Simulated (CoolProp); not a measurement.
Ammonia at 642.94 K and 3.74 MPa flows at 2.7 m/s in a round tube of 100 mm bore and 0.25 µm roughness, fully developed (64/Re and Nu = 3.66 if laminar; Colebrook and Gnielinski if turbulent). Each further row changes one setting.

Model: reference Helmholtz-energy equation of state, Gao 2020, in CoolProp.

| case | Reynolds number | Darcy friction factor | pressure drop (Pa/m) | heat-transfer coefficient (W/(m² K)) | mass flow (kg/h) |
|---|---|---|---|---|---|
| as stated | 140000 | 0.0168 | 7.45 | 204 | 929 |
| velocity 5.4 m/s | 280000 | 0.0147 | 26.0 | 356 | 1860 |
| diameter 200 mm | 280000 | 0.0147 | 3.25 | 178 | 3710 |

Viscosity comes from a separate model (Fenghour 1995). Thermal conductivity comes from a separate model (Tufeu 1984).
